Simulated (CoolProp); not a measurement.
The numbers come from the reference Helmholtz-energy equation of state, Platzer 1990 in CoolProp. This equation is an older, rougher fit; its heat capacities, sound speeds and derivatives of the liquid may be far off and weren't checked against measurements.

Problem. For CF4 (R14), give the phase and the Z, fugacity coefficient at 215 K and 8.11 bar; 215 K and 15.4 bar; 215 K and 376 bar.

Solution. 
- 215 K and 8.11 bar: gas; Z 0.907, fugacity coefficient 0.914
- 215 K and 15.4 bar: gas; Z 0.808, fugacity coefficient 0.838
- 215 K and 376 bar: liquid; Z 1.29, fugacity coefficient 0.184
